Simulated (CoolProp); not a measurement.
Vapour-liquid equilibrium of ethanol (1) + hexamethyldisiloxane (MM) (2) at 426.7 K; x and y are mole fractions of (1).

Values from CoolProp's multi-fluid Helmholtz-energy mixture model, Schroeder 2014 and Thol 2016; pair parameters Bell 2016.

Task: Give the bubble pressure and the first vapour's composition at x = 0.05, 0.75, 0.95. Is there an azeotrope?

Result: x = 0.05: 476.7 kPa, y = 0.210; x = 0.75: 1007 kPa, y = 0.818; x = 0.95: 1064 kPa, y = 0.958. No azeotrope shows between x = 0.05 and 0.95.

Pair parameters are fitted to limited data, so mixtures are less certain than the pure fluids.
